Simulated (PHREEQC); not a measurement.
Consider water at 46 °C with 0.73 mmol/kgw HF and 0.01 mmol/kgw NH4HF2. Closed to the air; pH follows from the charge balance.

Equilibrium calculation in PHREEQC: ion-association model, phreeqc.dat.

| Quantity | Value |
|---|---|
| pH | 3.41 |
| ionic strength | 0.000407 mol/kgw |
| specific conductance | 242 µS/cm |
| total alkalinity | -0.740 meq/kg |

| species | molality | activity | log γ |
|---|---|---|---|
| F- | 0.000407 | 0.000397 | -0.010 |
| H+ | 0.000397 | 0.000388 | -0.010 |
| HF | 0.000342 | 0.000342 | 0.000 |
| NH4+ | 1.00e-5 | 9.76e-6 | -0.011 |
| HF2- | 5.97e-7 | 5.83e-7 | -0.010 |

No solid was allowed to form. At this temperature some constants are extrapolated from 25 °C, and those without enthalpy data are left unchanged.
